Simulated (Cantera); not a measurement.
An adiabatic, constant-pressure homogeneous reactor starts with C₃H₈ : O₂ : N₂ : CO₂ = 1 : 11.1 : 41.8 : 0.52 (molar parts), at 1675 K and 670000 Pa.

Detailed kinetics in Cantera: GRI-Mech 3.0 (53 species, 325 reactions). GRI-Mech 3.0 was tuned for natural gas; its chemistry of propane as a main component is partial and can be far from experiment.

Question: Predict: time of steepest temperature rise; temperature at 1.00 s; equilibrium temperature; x(O₂) at 1.00 s; x(CO) at 1.00 s; x(HO₂) at 1.00 s.

Answer: 
- time of steepest temperature rise = 5.91 µs
- temperature at 1.00 s = 2522 K
- equilibrium temperature = 2522 K
- x(O₂) at 1.00 s = 0.101 (gas-phase equilibrium 0.101)
- x(CO) at 1.00 s = 0.00304 (gas-phase equilibrium 0.00304)
- x(HO₂) at 1.00 s = 1.15e-5 (gas-phase equilibrium 1.15e-5)
